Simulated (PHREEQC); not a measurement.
Acid mine or pickling water: speciation

Model water analysis in mg/kgw, 45 °C, pH 3.99, pe 9.8: Na 1560; K 246; Ca 22.4; Mg 504; Cl 1090; S(6) as SO4 4200; Zn 11.5.

Valence states are taken as typed.

Model: ion-association model, wateq4f.dat, run in PHREEQC.

Precipitation was switched off in this run.

Estimate the ionic strength.

ionic strength 0.127 mol/kgw.

In which forms is Zn present?

Zn+2 47 %, ZnSO4 41 %, Zn(SO4)2-2 8.3 %, ZnCl+ 3.2 % of the Zn.

At this temperature some constants are extrapolated from 25 °C, and those without enthalpy data are left unchanged.
